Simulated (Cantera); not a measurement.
CCl4 + F2 + H2 (fluorocarbon and chlorocarbon gases)

A closed system holds: 1 mol CCl4, a varied amount of F2, 1.8 mol H2, at 2573 K and 1.00 bar.

Method: chemical equilibrium by Gibbs-energy minimisation in Cantera with the NASA 1993 tables (ideal gas, pure condensed phases). Candidate condensed phases: C, C6H6, C7H8, C8H18; 118 gas species. Gases not in the tables: C2F6 and larger saturated fluorocarbons. Kinetics and transport are ignored.

```json
[
 {"n(F2) (mol)": "0.25", "x HCl": "0.670", "x Cl": "0.208", "x HF": "0.110", "x CF2": "1.04e-6", "x F": "0.000123", "x CF4": "5.80e-12", "x Cl2": "0.00261", "n C(graphite)": "0.998"},
 {"n(F2) (mol)": "0.68", "x HCl": "0.417", "x Cl": "0.320", "x HF": "0.254", "x CF2": "3.35e-5", "x F": "0.000696", "x CF4": "6.00e-9", "x Cl2": "0.00615", "n C(graphite)": "0.998"},
 {"n(F2) (mol)": "1.1", "x HCl": "0.230", "x Cl": "0.401", "x HF": "0.355", "x CF2": "0.000340", "x F": "0.00222", "x CF4": "6.18e-7", "x Cl2": "0.00970", "n C(graphite)": "0.995"},
 {"n(F2) (mol)": "1.5", "x HCl": "0.101", "x Cl": "0.454", "x HF": "0.421", "x CF2": "0.00319", "x F": "0.00679", "x CF4": "5.43e-5", "x Cl2": "0.0124", "n C(graphite)": "0.973"},
 {"n(F2) (mol)": "2", "x HCl": "0.0373", "x Cl": "0.462", "x HF": "0.436", "x CF2": "0.0258", "x F": "0.0193", "x CF4": "0.00356", "x Cl2": "0.0128", "n C(graphite)": "0.760"},
 {"n(F2) (mol)": "2.4", "x HCl": "0.0262", "x Cl": "0.448", "x HF": "0.424", "x CF2": "0.0468", "x F": "0.0260", "x CF4": "0.0117", "x Cl2": "0.0121", "n C(graphite)": "0.501"},
 {"n(F2) (mol)": "2.8", "x HCl": "0.0210", "x Cl": "0.434", "x HF": "0.411", "x CF2": "0.0640", "x F": "0.0304", "x CF4": "0.0219", "x Cl2": "0.0113", "n C(graphite)": "0.237"}
]
```
x: gas mole fraction; n: condensed amount in mol.

From 0.25 mol F2 to 2.8 mol F2 the condensed part is C(graphite). The main C-bearing gas is C2HCl at 0.25 mol F2 and CF2 at 2.8 mol F2.
